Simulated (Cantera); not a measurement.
Gas mixture: C2H2 = 0.076 (molar parts), at 5.00 bar, frozen composition.

Cantera's kinetic-theory transport with the Lennard-Jones parameters of GRI-Mech 3.0, ideal gas; thermal conductivity in the mixture-averaged form. The composition is frozen, though it would react at the higher temperatures.

One state of this run: ρ (kg/m³) = 1.74; cp (J/kg/K) = 2526; μ (µPa s) = 25.5; λ (mW/m/K) = 87.7; Pr = 0.734; D (cm²/s) OH = 0.342; D (cm²/s) C2H2 = 93.5; D (cm²/s) H2O = 0.280. D: mixture-averaged diffusion coefficient of that species in the mixture.

Problem. Which value of T (K) does it belong to?
(A) 900
(B) 650
(C) 1150
(D) 1400

Solution. A, 900
